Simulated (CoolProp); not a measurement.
Vapour-liquid equilibrium of CHF3 (R23) (1) + R227EA (2) at -12.05 °C; x and y are mole fractions of (1).

Computed with CoolProp (multi-fluid Helmholtz-energy mixture model, Penoncello 2003 and Lemmon 2016; pair parameters Bell 2016).

Question: Give the bubble pressure and the first vapour's composition at x = 0.2, 0.5, 0.65. Is there an azeotrope?

Answer: x = 0.2: 0.4356 MPa, y = 0.748; x = 0.5: 0.9245 MPa, y = 0.907; x = 0.65: 1.158 MPa, y = 0.940. No azeotrope shows between x = 0.05 and 0.95.

The pair parameters rest on a limited set of measurements; away from them the model extrapolates.
